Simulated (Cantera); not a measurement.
An isothermal, constant-pressure homogeneous reactor starts with C2H4 : H2 = 1 : 20 (molar parts), at 1375 K and 20.0 Torr. Integrator tolerance rtol = 1e-08.

Model: GRI-Mech 3.0 (53 species, 325 reactions), integrated in Cantera. GRI-Mech 3.0 was tuned for natural gas; its chemistry of ethylene as a main component is partial and can be far from experiment. GRI-Mech 3.0 stops at C3 and has no aromatics, soot or wall deposition, so with more carbon than oxygen in the feed, carbon stays in small species such as C2H2 where larger ones or solid carbon would form. Radical loss at walls, strong at low pressure, is not modelled.

### Question
What does this change do: pressure from 20.0 Torr to 3.23 Torr?

### Answer
```csv
quantity,before,after
x(C2H4) at 10.0 s,0.00123 (gas-phase equilibrium 0.00102),0.0101 (gas-phase equilibrium 0.000198)
x(H2) at 10.0 s,0.954 (gas-phase equilibrium 0.945),0.954 (gas-phase equilibrium 0.953)
x(C2H2) at 10.0 s,0.0440 (gas-phase equilibrium 0.0366),0.0358 (gas-phase equilibrium 0.0439)
x(H) at 10.0 s,2.49e-5 (gas-phase equilibrium 2.05e-5),9.74e-6 (gas-phase equilibrium 5.14e-5)
x(C2H6) at 10.0 s,5.00e-7 (gas-phase equilibrium 6.27e-7),3.15e-7 (gas-phase equilibrium 1.98e-8)
x(CH4) at 10.0 s,0.000646 (gas-phase equilibrium 0.0173),4.74e-5 (gas-phase equilibrium 0.00309)
x(C2H) at 10.0 s,9.27e-10 (gas-phase equilibrium 6.43e-10),2.95e-10 (gas-phase equilibrium 1.91e-9)
```

### Question
What does this change do: temperature 1375 to 1250 K?

### Answer
| quantity | before | after |
|---|---|---|
| x(C2H4) at 10.0 s | 0.00123 (gas-phase equilibrium 0.00102) | 0.00765 (gas-phase equilibrium 0.00210) |
| x(H2) at 10.0 s | 0.954 (gas-phase equilibrium 0.945) | 0.953 (gas-phase equilibrium 0.920) |
| x(C2H2) at 10.0 s | 0.0440 (gas-phase equilibrium 0.0366) | 0.0374 (gas-phase equilibrium 0.0151) |
| x(H) at 10.0 s | 2.49e-5 (gas-phase equilibrium 2.05e-5) | 8.74e-6 (gas-phase equilibrium 2.86e-6) |
| x(C2H6) at 10.0 s | 5.00e-7 (gas-phase equilibrium 6.27e-7) | 1.42e-5 (gas-phase equilibrium 4.40e-6) |
| x(CH4) at 10.0 s | 0.000646 (gas-phase equilibrium 0.0173) | 0.00165 (gas-phase equilibrium 0.0625) |
| x(C2H) at 10.0 s | 9.27e-10 (gas-phase equilibrium 6.43e-10) | 9.96e-11 (gas-phase equilibrium 1.36e-11) |
